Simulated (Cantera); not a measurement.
**Roasting and sulfation: Fe2O3 + H2S + CO2**

Charge: 1 mol Fe2O3, 3.3 mol H2S, 0.61 mol CO2, held at 1650 °C and 19.0 bar.

Equilibrium computed with Cantera from the NASA thermochemical tables; the gas is ideal and each condensed phase is pure. Candidate condensed phases: C, C6H6, C7H8, C8H18, Fe, Fe(CO)5, FeO, Fe(OH)2, Fe(OH)3, FeS, FeSO4, FeS2, Fe2O3, Fe2(SO4)3, Fe3O4, H2O, H2SO4, S; 127 gas species. FeS: taken at fixed stoichiometry. The numbers say what is thermodynamically allowed, not how fast it happens.

```
Property                                   Result
--------------------------------------  ---------
x(H2O)                                      0.567
x(H2)                                      0.0844
x(CO2)                                     0.0806
x(H2S)                                     0.0691
x(SO2)                                     0.0676
x(S2)                                      0.0655
x(CO)                                      0.0515
x(SO)                                     0.00459
x(SH)                                     0.00445
n(FeS(l))                                2.00 mol
gas amount                              4.564 mol
log10 activity of Fe(l) (absent)            -1.47
log10 activity of S(l) (absent)             -1.49
log10 activity of C(graphite) (absent)      -4.63
```
